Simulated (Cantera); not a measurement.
Charge: 1 mol SiC, 0.52 mol CO2, 78 mol H2, 0.1 mol N2O, held at 1525 °C and 7.90 mbar.

Method: chemical equilibrium by Gibbs-energy minimisation in Cantera with the NASA 1993 tables (ideal gas, pure condensed phases). Candidate condensed phases: C, C6H6, C7H8, C8H18, H2O, Si, SiC, SiO2, Si2N2O, Si3N4; 151 gas species. Rates play no part.

Base state: H2 0.980, CO 0.0105, H 0.00393, SiO 0.00387, N2 0.00125, Si 7.64e-5, HCN 2.60e-5 (mole fractions); condensed: SiC(s).

Question: What changes in the equilibrium state with this change: temperature from 1525 °C to 902 °C?

Answer: 
```json
[
 {"species": "H2", "before": "0.980", "after": "0.996"},
 {"species": "CO", "before": "0.0105", "after": "0.00362"},
 {"species": "CH4", "before": "7.19e-7", "after": "0.000150"},
 {"species": "H", "before": "0.00393", "after": "1.38e-6"},
 {"species": "SiO", "before": "0.00387", "after": "1.24e-6"},
 {"species": "Si", "before": "7.64e-5", "after": "<1e-9"},
 {"species": "N2", "before": "0.00125", "after": "3.95e-6"},
 {"species": "HCN", "before": "2.60e-5", "after": "1.11e-7"},
 {"species": "SiC(s), mol", "before": "0.685", "after": "0.422"},
 {"species": "C(graphite), mol", "before": "0", "after": "0.803"},
 {"species": "SiO2(β-quartz), mol", "before": "0", "after": "0.378"},
 {"species": "Si2N2O(s), mol", "before": "0", "after": "0.0997"}
]
```
Mutual solubility and eutectic melting of coexisting phases are not modelled. The tables hold silica as quartz up to 1696 K and as liquid above; real silica turns to tridymite and cristobalite and melts near 1996 K.

Question: What changes in the equilibrium state with this change: temperature from 1525 °C to 1850 °C?

Answer: 
```tsv
species	before	after
H2	0.980	0.940
H	0.00393	0.0391
CO	0.0105	0.0127
Si	7.64e-5	0.00521
SiC2	1.65e-8	4.46e-5
Si2C	8.04e-7	0.000232
Si2	8.97e-8	1.73e-5
C2H2 (acetylene)	2.53e-6	0.000188
SiC(s), mol	0.685	0.405
```
Gases not in the tables: Si2H6 and higher silanes.
